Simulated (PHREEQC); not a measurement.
A PHREEQC speciation (ion-association model, phreeqc.dat) at 79 °C gives pH 8.98 and these molalities:

| species | mol/kgw |
|---|---|
| NH3 | 0.00335 |
| NH4+ | 0.000253 |
| OH- | 0.000242 |
| H4SiO4 | 1.92e-5 |
| H3SiO4- | 1.08e-5 |
| H2SiO4-2 | 9.71e-9 |

**Question.** What are the element totals, and what could have been dissolved in 1 kg of water to give them?

**Answer.** This is not unique; one that fits is totals N(-3) 0.00360, Si 3.00e-5 mol/kgw, from 0.0036 mol NH3 and 3e-05 mol H4SiO4 per kg of water.

No solid was allowed to form. Complexes and solids missing from the database can't appear. Away from 25 °C the constants follow the database's enthalpies or fits; those with neither stay at their 25 °C values.
